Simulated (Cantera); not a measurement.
Mixture: CH₄ : CO : O₂ : N₂ = 1 : 1.5 : 2.12 : 7.95 (molar parts), at 1.01 bar, adiabatic and at constant pressure. Ignition delay is the time to a rise of 400 K.

Cantera simulation using GRI-Mech 3.0 (53 species, 325 reactions); the numbers are that mechanism's predictions, not measurements.

Problem. Predict: delay at 1150 K; delay at 1225 K; delay at 1300 K; delay at 1375 K; delay at 1450 K; delay at 1525 K; apparent activation energy between 1375 and 1525 K.

Solution. 
```json
{
  "delay at 1150 K": "0.176 s",
  "delay at 1225 K": "51.6 ms",
  "delay at 1300 K": "16.6 ms",
  "delay at 1375 K": "5.87 ms",
  "delay at 1450 K": "2.30 ms",
  "delay at 1525 K": "1.01 ms",
  "apparent activation energy between 1375 and 1525 K": "200 kJ/mol"
}
```
